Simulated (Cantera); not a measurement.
# Low-pressure radical oxidation in H2/O2

A perfectly stirred reactor is fed with 0.468 % H2, 29.3 % O2, 70.3 % N2, equivalence ratio 0.0080, at 2000 Pa; it is held at 1175 K, and followed from long to short residence time.

Cantera simulation using GRI-Mech 3.0 (53 species, 325 reactions); the numbers are that mechanism's predictions, not measurements. Radical loss at walls, strong at low pressure, is not modelled.

```
τ (s)       x H2   x O2   x H2O2     x NO    x HO2
------  --------  -----  -------  -------  -------
14       8.09e-6  0.291  5.90e-9  4.63e-8  1.48e-7
5.8      1.34e-5  0.291  7.65e-9  3.43e-8  2.07e-7
2.4      2.20e-5  0.291  9.52e-9  2.68e-8  2.83e-7
1.0      3.62e-5  0.290  1.15e-8  2.31e-8  3.74e-7
0.43     5.90e-5  0.290  1.35e-8  2.15e-8  4.74e-7
0.18    0.000100  0.290  1.62e-8  1.95e-8  5.86e-7
0.075   0.000178  0.290  2.01e-8  1.55e-8  7.04e-7
0.031   0.000336  0.289  2.67e-8  1.00e-8  8.26e-7
0.013   0.000649  0.289  3.64e-8  5.13e-9  9.36e-7
0.0055   0.00126  0.290  4.66e-8  1.91e-9  1.01e-6
```
x: mole fraction; the columns are a selection and need not sum to one.
